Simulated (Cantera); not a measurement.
# Chlorosilane synthesis and conversion: SiCl₄ + HCl + H₂

Feed: 1 mol SiCl₄, 1.4 mol HCl, 13 mol H₂, equilibrated at 12000 Torr.

Equilibrium computed with Cantera from the NASA thermochemical tables; the gas is ideal and each condensed phase is pure. Candidate condensed phases: Si; 19 gas species. The tables' values for SiCl₃ are old estimates; treat these amounts as uncertain. Equilibrium is a limit: real reactors are often held back by kinetics, nucleation or transport.

From 948 K to 1623 K nothing is condensed. The main Si-bearing gas is SiCl₄ throughout.

```json
[
 {"T (K)": "948", "x H₂": "0.842", "x HCl": "0.0935", "x SiCl₄": "0.0624", "x SiHCl₃": "0.00253", "x SiCl₂": "1.90e-8", "x SiCl₃": "5.92e-6"},
 {"T (K)": "1023", "x H₂": "0.840", "x HCl": "0.0955", "x SiCl₄": "0.0604", "x SiHCl₃": "0.00449", "x SiCl₂": "2.83e-7", "x SiCl₃": "2.85e-5"},
 {"T (K)": "1098", "x H₂": "0.837", "x HCl": "0.0984", "x SiCl₄": "0.0576", "x SiHCl₃": "0.00713", "x SiCl₂": "2.77e-6", "x SiCl₃": "0.000107"},
 {"T (K)": "1173", "x H₂": "0.833", "x HCl": "0.102", "x SiCl₄": "0.0540", "x SiHCl₃": "0.0103", "x SiCl₂": "1.92e-5", "x SiCl₃": "0.000325"},
 {"T (K)": "1248", "x H₂": "0.829", "x HCl": "0.107", "x SiCl₄": "0.0498", "x SiHCl₃": "0.0136", "x SiCl₂": "9.99e-5", "x SiCl₃": "0.000830"},
 {"T (K)": "1323", "x H₂": "0.823", "x HCl": "0.112", "x SiCl₄": "0.0450", "x SiHCl₃": "0.0168", "x SiCl₂": "0.000405", "x SiCl₃": "0.00182"},
 {"T (K)": "1398", "x H₂": "0.817", "x HCl": "0.119", "x SiCl₄": "0.0395", "x SiHCl₃": "0.0191", "x SiCl₂": "0.00131", "x SiCl₃": "0.00348"},
 {"T (K)": "1473", "x H₂": "0.809", "x HCl": "0.127", "x SiCl₄": "0.0334", "x SiHCl₃": "0.0200", "x SiCl₂": "0.00346", "x SiCl₃": "0.00581"},
 {"T (K)": "1548", "x H₂": "0.799", "x HCl": "0.137", "x SiCl₄": "0.0268", "x SiHCl₃": "0.0191", "x SiCl₂": "0.00747", "x SiCl₃": "0.00846"},
 {"T (K)": "1623", "x H₂": "0.788", "x HCl": "0.149", "x SiCl₄": "0.0203", "x SiHCl₃": "0.0167", "x SiCl₂": "0.0135", "x SiCl₃": "0.0108"}
]
```
x: gas mole fraction; nothing condenses.
